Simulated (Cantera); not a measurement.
Feed: 1 mol Si, 0.062 mol O2, 270 mol H2, at 0.0610 bar.

Cantera equilibrium calculation (NASA polynomials, part measured and part estimated; ideal gas, pure solids and liquids). Candidate condensed phases: H2O, Si, SiO2; 18 gas species. Gases not in the tables: Si2H6 and higher silanes. The numbers say what is thermodynamically allowed, not how fast it happens.

Task: Which condensed phases are stable at each of these points (T (K)): 1525, 1575, 1625, 1675, 1725, 1775, 1825, 1875?

Result: 
```tsv
T (K)	condensed phases	Si condensed (%)
1525	Si(s)	87.5
1575	Si(s)	87.5
1625	Si(s)	87.3
1675	Si(s)	87.0
1725	Si(l)	86.5
1775	Si(l)	85.6
1825	Si(l)	84.1
1875	Si(l)	81.2
```

From 1525 K to 1675 K the condensed part is Si(s). From 1725 K to 1875 K the condensed part is Si(l).
